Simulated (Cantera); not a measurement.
Cantera with NASA thermochemical tables; ideal gases at 1 bar, condensed phases pure. Values are per mole of reaction as written; species without (g) are pure solids or liquids, kept so even where they would boil at 1 bar. TaC: taken at fixed stoichiometry.

TaO₂(g) + 2 TaC ⇌ 3 Ta + 2 CO(g)

```csv
T (K),ΔH° (kJ),ΔS° (J/K),ΔG° (kJ),log10 K
825,267.7,156.2,138.9,-8.79
925,267.0,155.4,123.3,-6.96
1025,266.3,154.6,107.8,-5.49
1125,265.5,153.9,92.4,-4.29
1225,?,?,?,?
1325,263.8,152.5,61.7,-2.43
1425,?,?,?,?
```

Q: What belongs in the gaps?

A: 
- 1225, ΔH° (kJ): 264.7
- 1225, ΔS° (J/K): 153.2
- 1225, ΔG° (kJ): 77.0
- 1225, log10 K: -3.28
- 1425, ΔH° (kJ): 262.9
- 1425, ΔS° (J/K): 151.9
- 1425, ΔG° (kJ): 46.5
- 1425, log10 K: -1.70
